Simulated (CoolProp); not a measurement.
Vapour-liquid equilibrium of hydrogen sulfide (1) + n-heptane (2) at 319.5 K; x and y are mole fractions of (1).

Values from CoolProp's multi-fluid Helmholtz-energy mixture model, Lemmon 2006 and Span 2003; pair parameters Kunz 2012.

| x | bubble pressure (MPa) | y at the bubble point | dew pressure at overall composition x (MPa) | liquid density (mol/L) |
|---|---|---|---|---|
| 0.05 | 0.1995 | 0.918 | 0.01708 | 6.772 |
| 0.15 | 0.5784 | 0.971 | 0.01911 | 7.219 |
| 0.25 | 0.9415 | 0.982 | 0.02168 | 7.815 |
| 0.35 | 1.272 | 0.987 | 0.02503 | 8.582 |
| 0.45 | 1.573 | 0.990 | 0.02959 | 9.558 |
| 0.55 | 1.856 | 0.992 | 0.03618 | 10.79 |
| 0.65 | 2.136 | 0.993 | 0.04652 | 12.35 |
| 0.75 | 2.424 | 0.995 | 0.06514 | 14.29 |
| 0.85 | 2.731 | 0.996 | 0.1087 | 16.69 |
| 0.95 | 3.078 | 0.998 | 0.3285 | 19.53 |

No azeotrope shows between x = 0.05 and 0.95.

Pair parameters are fitted to limited data, so mixtures are less certain than the pure fluids. The gap from Raoult's law changes sign with composition, which may be real or a fault of the pair parameters; it wasn't checked against measurements.
